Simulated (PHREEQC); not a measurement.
Model water analysis in mg/L, 50 °C, pH 7.41, pe 12.3: Na 1950; K 45.7; Ca 33.8; Mg 130; Cl 3130; S(6) as SO4 459; Alkalinity as HCO3 82.4; Zn 0.741; N(5) as NO3 44.5.

Valence states are taken as typed.

The numbers come from PHREEQC with the ion-association model, phreeqc.dat.

```yaml
ionic_strength: 0.106 mol/kgw
activity_of_water: 0.958
specific_conductance: 16200 µS/cm
density: 0.993 g/cm³
charge_balance_error: -0.8 %
```

```json
[
 {"species": "O2", "molality": "2.27", "activity": "2.33", "log γ": "0.011"},
 {"species": "Cl-", "molality": "0.0888", "activity": "0.0669", "log γ": "-0.123"},
 {"species": "Na+", "molality": "0.0847", "activity": "0.0655", "log γ": "-0.112"},
 {"species": "Mg+2", "molality": "0.00451", "activity": "0.00173", "log γ": "-0.415"},
 {"species": "SO4-2", "molality": "0.00332", "activity": "0.00116", "log γ": "-0.456"},
 {"species": "HCO3-", "molality": "0.00125", "activity": "0.000969", "log γ": "-0.110"},
 {"species": "K+", "molality": "0.00116", "activity": "0.000872", "log γ": "-0.125"},
 {"species": "MgSO4", "molality": "0.000835", "activity": "0.000856", "log γ": "0.011"},
 {"species": "Ca+2", "molality": "0.000773", "activity": "0.000284", "log γ": "-0.434"},
 {"species": "NO3-", "molality": "0.000722", "activity": "0.000534", "log γ": "-0.131"},
 {"species": "NaSO4-", "molality": "0.000568", "activity": "0.000441", "log γ": "-0.110"},
 {"species": "CO2", "molality": "7.42e-5", "activity": "7.60e-5", "log γ": "0.011"}
]
```

This is a speciation only: nothing precipitates in the calculation. Constants without temperature data keep their 25 °C values here.
